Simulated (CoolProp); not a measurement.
Model: reference Helmholtz-energy equation of state, Setzmann 1991, in CoolProp.

**Question.** For methane, give the phase and the density (kg/m³), cp (kJ/(kg K)), speed of sound (m/s), Joule-Thomson coefficient (K/MPa) at 150.3 K and 4.09 MPa.

**Answer.** 
- 150.3 K and 4.09 MPa: liquid; density 364, cp 3.87, speed of sound 979, Joule-Thomson coefficient -0.153
